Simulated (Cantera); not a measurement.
A perfectly stirred reactor is fed with CH₄ : O₂ : N₂ = 1 : 4.26 : 16 (molar parts), equivalence ratio 0.47, at 3.00 bar; it is adiabatic with a 400 K inlet, and is followed from long to short residence time, starting on the burning branch (τ in s: 0.02, 0.0091, 0.0042, 0.0019, 0.00087, 0.0004, 0.00018, 8.3e-05, 3.8e-05, 1.7e-05, 7.9e-06, 3.6e-06).

Detailed kinetics in Cantera: GRI-Mech 3.0 (53 species, 325 reactions).

Problem. What does this change do: inlet temperature 400 to 700 K?

Solution. 
```json
[
 {"quantity": "blow-out, bracketed by the residence times tried", "before": "burning at 4.20 ms, out at 1.90 ms", "after": "burning at 0.180 ms, out at 83.0 µs"},
 {"quantity": "x(CH₄) at τ = 20.0 ms", "before": "8.25e-5", "after": "2.32e-5"},
 {"quantity": "x(O₂) at τ = 20.0 ms", "before": "0.107", "after": "0.106"},
 {"quantity": "x(HO₂) at τ = 20.0 ms", "before": "9.68e-6", "after": "3.06e-6"},
 {"quantity": "x(H₂O) at τ = 20.0 ms", "before": "0.0936", "after": "0.0935"},
 {"quantity": "x(CO) at τ = 20.0 ms", "before": "0.000878", "after": "0.000371"},
 {"quantity": "x(CH₄) at τ = 0.180 ms", "before": "0.0470", "after": "0.000832"},
 {"quantity": "x(O₂) at τ = 0.180 ms", "before": "0.200", "after": "0.113"},
 {"quantity": "x(HO₂) at τ = 0.180 ms", "before": "<1e-12", "after": "6.87e-5"},
 {"quantity": "x(H₂O) at τ = 0.180 ms", "before": "<1e-12", "after": "0.0893"},
 {"quantity": "x(CO) at τ = 0.180 ms", "before": "<1e-12", "after": "0.0114"}
]
```

Problem. What does this change do: O2 4.26 to 3.4 parts?

Solution. 
```csv
quantity,before,after
"blow-out, bracketed by the residence times tried","burning at 4.20 ms, out at 1.90 ms","burning at 1.90 ms, out at 0.870 ms"
x(CH₄) at τ = 20.0 ms,8.25e-5,6.13e-5
x(O₂) at τ = 20.0 ms,0.107,0.0690
x(HO₂) at τ = 20.0 ms,9.68e-6,7.23e-6
x(H₂O) at τ = 20.0 ms,0.0936,0.0976
x(CO) at τ = 20.0 ms,0.000878,0.000721
x(CH₄) at τ = 0.180 ms,0.0470,0.0490
x(O₂) at τ = 0.180 ms,0.200,0.167
x(HO₂) at τ = 0.180 ms,<1e-12,<1e-12
x(H₂O) at τ = 0.180 ms,<1e-12,<1e-12
x(CO) at τ = 0.180 ms,<1e-12,<1e-12
```
